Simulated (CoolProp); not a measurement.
A single-stage vapour-compression cycle with the fluid: evaporating at 317.15 K (dew point), condensing at 375.15 K (bubble point), superheat 2 K, subcooling 2 K, compressor efficiency 0.8, no pressure losses. The same conditions are run with several fluids, on thermodynamics alone (safety and materials aside).

The numbers come from the reference Helmholtz-energy equation of state of each fluid (hexamethyldisiloxane (MM): Thol 2016; sulfur dioxide: Gao 2016; tetrahydrofuran: Fiedler 2023; isobutane: Bücker 2006; R21: Platzer 1990; R114: Platzer 1990) in CoolProp. The equations of Platzer and Polt are older, rougher fits.

```tsv
fluid	cooling COP	pressure ratio	discharge temperature (K)	refrigerating effect (kJ/kg)	volumetric capacity (kJ/m³)
hexamethyldisiloxane (MM)	2.83	7.77	375.2	110	92.6
sulfur dioxide	3.38	4.08	445.7	(withheld)	4790
tetrahydrofuran	(withheld)	(withheld)	391.3	327	424
isobutane	2.61	3.50	375.1	151	2270
R21	3.49	4.16	(withheld)	157	2200
R114	2.71	3.90	375.2	(withheld)	1650
```

Question: What belongs in the gaps?

Answer: 
- sulfur dioxide, refrigerating effect (kJ/kg): 252
- tetrahydrofuran, cooling COP: 3.72
- tetrahydrofuran, pressure ratio: 6.11
- R21, discharge temperature (K): 403.8
- R114, refrigerating effect (kJ/kg): 60.5

The compression ends wet for: hexamethyldisiloxane (MM); isobutane; R114.
